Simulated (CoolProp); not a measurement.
Vapour-liquid equilibrium of R125 (1) + R236EA (2) at 255.9 K; x and y are mole fractions of (1).

The numbers come from the multi-fluid Helmholtz-energy mixture model, Lemmon 2005 and Rui 2013; pair parameters Bell 2016 in CoolProp.

| x | bubble pressure (kPa) | y at the bubble point | dew pressure at overall composition x (kPa) | liquid density (mol/L) |
|---|---|---|---|---|
| 0.05 | 53.03 | 0.365 | 36.75 | 10.29 |
| 0.15 | 87.92 | 0.650 | 40.72 | 10.44 |
| 0.25 | 121.7 | 0.771 | 45.65 | 10.59 |
| 0.35 | 154.8 | 0.840 | 51.92 | 10.74 |
| 0.45 | 187.5 | 0.885 | 60.17 | 10.89 |
| 0.55 | 220.1 | 0.917 | 71.49 | 11.04 |
| 0.65 | 252.8 | 0.942 | 87.99 | 11.18 |
| 0.75 | 286.0 | 0.962 | 114.1 | 11.32 |
| 0.85 | 320.0 | 0.979 | 161.3 | 11.45 |
| 0.95 | 355.2 | 0.993 | 265.8 | 11.57 |

No azeotrope shows between x = 0.05 and 0.95.

The pair parameters rest on a limited set of measurements; away from them the model extrapolates. The gap from Raoult's law changes sign with composition, which may be real or a fault of the pair parameters; it wasn't checked against measurements.
